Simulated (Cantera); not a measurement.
A closed system holds: 1 mol HBr, 2.3 mol O₂, equilibrated at 3248 K and 1000 Pa.

Equilibrium computed with Cantera from the NASA thermochemical tables; the gas is ideal and each condensed phase is pure. Candidate condensed phases: Br₂, H₂O; 12 gas species. Kinetics and transport are ignored.

Base state: O 0.615, Br 0.163, H 0.143, O₂ 0.0612, OH 0.0145, H₂ 0.00202, H₂O 0.000515, HBr 0.000485 (mole fractions); condensed: gas only.

### Question
What changes in the equilibrium state with this change: pressure from 1000 Pa to 59.0 Pa?

### Answer
```json
[
 {"species": "O", "before": "0.615", "after": "0.691"},
 {"species": "Br", "before": "0.163", "after": "0.152"},
 {"species": "H", "before": "0.143", "after": "0.151"},
 {"species": "O₂", "before": "0.0612", "after": "0.00456"},
 {"species": "OH", "before": "0.0145", "after": "0.00101"},
 {"species": "H₂O", "before": "0.000515", "after": "2.23e-6"},
 {"species": "HBr", "before": "0.000485", "after": "2.82e-5"},
 {"species": "H₂", "before": "0.00202", "after": "0.000132"}
]
```

### Question
What changes in the equilibrium state with this change: temperature from 3248 K to 948.15 K?

### Answer
```
species    before    after
-------  --------  -------
O₂         0.0612    0.669
H₂O      0.000515    0.160
Br₂       4.70e-7    0.154
O           0.615    <1e-9
H           0.143    <1e-9
OH         0.0145  2.11e-7
Br          0.163   0.0118
H₂        0.00202    <1e-9
HBr      0.000485  0.00484
```

### Question
What changes in the equilibrium state with this change: pressure from 1000 Pa to 2600000 Pa?

### Answer
| species | before | after |
|---|---|---|
| O₂ | 0.0612 | 0.547 |
| Br | 0.163 | 0.233 |
| H₂O | 0.000515 | 0.0914 |
| O | 0.615 | 0.0360 |
| H | 0.143 | 0.00304 |
| HBr | 0.000485 | 0.0381 |
| OH | 0.0145 | 0.0468 |
| Br₂ | 4.70e-7 | 0.00249 |
| HO₂ | 5.80e-7 | 0.000285 |
